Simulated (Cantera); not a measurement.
A perfectly stirred reactor is fed with H₂ : O₂ : N₂ : H₂O = 1 : 0.312 : 1.17 : 0.73 (molar parts), equivalence ratio 1.6, at 760 Torr; it is adiabatic with a 675 K inlet, and is followed from long to short residence time, starting on the burning branch (τ in s: 0.025, 0.014, 0.0074, 0.004, 0.0022, 0.0012, 0.00063, 0.00034, 0.00018, 9.9e-05, 5.4e-05, 2.9e-05).

Computed with Cantera and GRI-Mech 3.0 (53 species, 325 reactions).

x: mole fraction; the columns are a selection and need not sum to one.

```
τ (s)    T (K)   x H₂      x O₂  x H₂O     x OH     x NO₂      x H
-------  -----  -----  --------  -----  -------  --------  -------
0.025     1999  0.128  0.000129  0.464      [?]  5.09e-11  0.00393
0.014     1989  0.128  0.000194  0.463      [?]  5.78e-11  0.00512
0.0074    1974  0.127  0.000306  0.461      [?]  6.85e-11  0.00684
0.0040    1955  0.127  0.000478  0.460      [?]  8.29e-11  0.00901
0.0022    1931  0.126  0.000737  0.457      [?]  1.01e-10   0.0117
0.0012    1900  0.126   0.00114  0.454      [?]  1.25e-10   0.0152
0.00063   1857  0.125   0.00180  0.450      [?]  1.54e-10   0.0199
0.00034   1805  0.124   0.00273  0.445  0.00619  1.82e-10   0.0254
0.00018   1740  0.123   0.00415  0.439  0.00671  2.02e-10   0.0322
9.9e-5    1668  0.124   0.00610  0.431  0.00682  2.06e-10   0.0392
5.4e-5    1584  0.126   0.00913  0.422  0.00643  1.90e-10   0.0462
2.9e-5    1484  0.133    0.0147  0.408      [?]  1.53e-10   0.0508
```

### Question
Complete the blanks.

### Answer

- 0.025, x OH: 0.00142
- 0.014, x OH: 0.00181
- 0.0074, x OH: 0.00236
- 0.0040, x OH: 0.00300
- 0.0022, x OH: 0.00373
- 0.0012, x OH: 0.00455
- 0.00063, x OH: 0.00543
- 2.9e-5, x OH: 0.00542
